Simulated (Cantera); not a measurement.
Cantera run:

```python
import numpy as np
import cantera as ct

gas_names = [...]  # 148 gases of nasa_gas.yaml made of Al, C, H, N, O
cond_names = """
    AL(cr) AL(L) ALN(s) AL2O3(a) AL2O3(L) C(gr) C6H6(L) C7H8(L) C8H18(L),n-octa H2O(s) H2O(L)
""".split()


# ... load() reads the species with a 1 bar reference pressure and builds the phases ...
atoms = {
    'Al(CH3)3': {'AL': 1, 'C': 3, 'H': 9},
    'NH3': {'N': 1, 'H': 3},
    'N2': {'N': 2},
    'H2O': {'H': 2, 'O': 1},
}
top_T = {'ALN(s)': 2750, 'C(gr)': 4500}  # K; cautious upper limits of use, not melting points


# ... equilibrate(T, P, feed) seeds the gas with the atoms and calls Mixture.equilibrate('TP', solver="vcs", rtol=1e-11, max_steps=5000) ...
results = []
feed = {'Al(CH3)3': 1, 'NH3': 0.25, 'N2': 30, 'H2O': 0.53}  # mol
T = 1748  # K
for P in [10, 28, 77, 220, 600, 1700, 4600, 13000, 36000, 100000]:
    mix = equilibrate(T, P, feed)
    results.append((T, P, feed, dict(zip(mix.species_names, mix.species_moles))))

top = {s: max(r[3][s] / sum(r[3][g] for g in gas_names) for r in results) for s in gas_names}
cols = sorted((s for s in top if top[s] > 0.001), key=lambda s: -top[s])[:6]
seen = [c for c in cond_names if any(r[3].get(c, 0) > 1e-12 for r in results)]
print("log10 of partial pressures in bar; condensed amounts in mol")
print(f"{'P/Pa':>10s}" + "".join(f"{s[:9]:>10s}" for s in cols + seen))
for T, P, feed, n in results:
    ng = sum(n[g] for g in gas_names)
    print(f"{P:10.4g}" + "".join(f"{np.log10(max(n[s] / ng * P / 1e5, 1e-99)):10.3f}" for s in cols)
          + "".join(f"{n.get(c, 0):10.4g}" for c in seen))
```

Output:

```
log10 of partial pressures in bar; condensed amounts in mol
      P/Pa        N2        H2        AL        CO         H       HCN    ALN(s)     C(gr)
        10    -4.092    -4.854    -5.572    -5.846    -6.068    -6.798         0     2.408
        28    -3.642    -4.396    -5.248    -5.394    -5.839    -6.344    0.2556     2.407
        77    -3.196    -3.942    -5.471    -4.944    -5.612    -5.894    0.8417     2.407
       220    -2.738    -3.482    -5.700    -4.485    -5.382    -5.435    0.9673     2.407
       600    -2.302    -3.045    -5.918    -4.049    -5.163    -4.998    0.9927     2.407
      1700    -1.849    -2.591    -6.144    -3.596    -4.937    -4.546    0.9985     2.407
      4600    -1.417    -2.159    -6.360    -3.164    -4.720    -4.113    0.9996     2.407
   1.3e+04    -0.966    -1.707    -6.586    -2.713    -4.495    -3.662    0.9999     2.407
   3.6e+04    -0.523    -1.265    -6.807    -2.270    -4.273    -3.219         1     2.407
     1e+05    -0.080    -0.821    -7.029    -1.827    -4.052    -2.776         1     2.406
```

Method: chemical equilibrium by Gibbs-energy minimisation in Cantera with the NASA 1993 tables (ideal gas, pure condensed phases). The feed counts by its element totals alone.
